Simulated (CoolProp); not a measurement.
Vapour pressure (bar) of propyne: the reference equation beside estimates from Tc = 402.7 K, pc = 56.58 bar, ω = 0.204. Clausius-Clapeyron is anchored at 322.1 K with a constant enthalpy of vaporisation of 17.16 kJ/mol.

Model: reference Helmholtz-energy equation of state, Polt 1992, in CoolProp. This equation is an older, rougher fit; its heat capacities, sound speeds and derivatives of the liquid may be far off and weren't checked against measurements.

```
T (K)  reference  Lee-Kesler  Clausius-Clapeyron  van der Waals  Soave-Redlich-Kwong
-----  ---------  ----------  ------------------  -------------  -------------------
310.2      8.139       8.269                 [?]          18.16                8.291
322.1      11.06       11.25               11.06          21.67                11.31
333.9      14.68       14.91               13.87          25.54                15.03
345.8      19.19       19.42               17.16          29.86                19.63
357.7      24.65         [?]                 [?]          34.60                25.17
369.6      31.22       31.35               25.19          39.78                31.76
381.5      39.01       39.08               29.99          45.41                39.52
393.4      48.21       48.25               35.32            [?]                48.55
```

**Question.** Fill in the missing entries.

**Answer.** 
- 310.2, Clausius-Clapeyron: 8.650
- 357.7, Lee-Kesler: 24.85
- 357.7, Clausius-Clapeyron: 20.92
- 393.4, van der Waals: 51.49

Absolute difference from the reference over all 8 rows, mean and median: Lee-Kesler 0.9 and 1.0 %, Clausius-Clapeyron 13.3 and 12.9 %, van der Waals 55.0 and 48.0 %, Soave-Redlich-Kwong 1.8 and 2.0 %.
